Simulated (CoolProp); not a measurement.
Vapour-liquid equilibrium of benzene (1) + octamethylcyclotetrasiloxane (D4) (2) at 145.45 °C; x and y are mole fractions of (1).

Model: multi-fluid Helmholtz-energy mixture model, Thol 2012 and Thol 2015; pair parameters Bell 2016, in CoolProp.

### Question
Give the bubble pressure and the first vapour's composition at x = 0.35, 0.45, 0.55. Is there an azeotrope?

### Answer
x = 0.35: 0.1909 MPa, y = 0.839; x = 0.45: 0.2379 MPa, y = 0.888; x = 0.55: 0.2857 MPa, y = 0.922. No azeotrope shows between x = 0.05 and 0.95.

Pair parameters are fitted to limited data, so mixtures are less certain than the pure fluids.
